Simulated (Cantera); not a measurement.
Equilibrium for calcination and drying: CsOH + H2 + H2O

Charge: 1 mol CsOH, 0.18 mol H2, 6.4 mol H2O, held at 2.00 bar.

Method: chemical equilibrium by Gibbs-energy minimisation in Cantera with the NASA 1993 tables (ideal gas, pure condensed phases). Candidate condensed phases: Cs, CsOH, H2O; 15 gas species. The numbers say what is thermodynamically allowed, not how fast it happens.

| T (°C) | x H2O | x CsOH | x H2 | x Cs2(OH)2 | x Cs | x OH | x H | x CsO |
|---|---|---|---|---|---|---|---|---|
| 850 | 0.856 | 0.107 | 0.0240 | 0.0134 | 5.65e-5 | 8.55e-10 | 4.67e-9 | 1.41e-12 |
| 925 | 0.849 | 0.122 | 0.0238 | 0.00542 | 0.000115 | 5.84e-9 | 2.07e-8 | 1.39e-11 |
| 1000 | 0.846 | 0.128 | 0.0237 | 0.00214 | 0.000200 | 3.19e-8 | 7.76e-8 | 9.77e-11 |
| 1075 | 0.845 | 0.130 | 0.0236 | 0.000893 | 0.000317 | 1.45e-7 | 2.51e-7 | 5.38e-10 |
| 1150 | 0.845 | 0.131 | 0.0235 | 0.000401 | 0.000474 | 5.62e-7 | 7.20e-7 | 2.45e-9 |
| 1225 | 0.845 | 0.131 | 0.0234 | 0.000194 | 0.000675 | 1.90e-6 | 1.86e-6 | 9.56e-9 |
| 1300 | 0.845 | 0.131 | 0.0233 | 0.000100 | 0.000927 | 5.75e-6 | 4.39e-6 | 3.27e-8 |
| 1375 | 0.845 | 0.131 | 0.0231 | 5.49e-5 | 0.00123 | 1.57e-5 | 9.57e-6 | 9.98e-8 |
x: gas mole fraction; nothing condenses.

From 850 °C to 1375 °C nothing is condensed. The main Cs-bearing gas is CsOH throughout.
